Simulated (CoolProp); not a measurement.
The numbers come from the reference Helmholtz-energy equation of state, Lemmon 2006 in CoolProp. It is a short technical equation, of lower accuracy than the large ones.

Question: For isopentane, give the phase and the density (kg/m³), cp (kJ/(kg K)), speed of sound (m/s) at 226.85 °C and 12.7 MPa; 226.85 °C and 16.9 MPa.

Answer: 
- 226.85 °C and 12.7 MPa: supercritical; density 408, cp 3.26, speed of sound 393
- 226.85 °C and 16.9 MPa: supercritical; density 436, cp 3.15, speed of sound 475
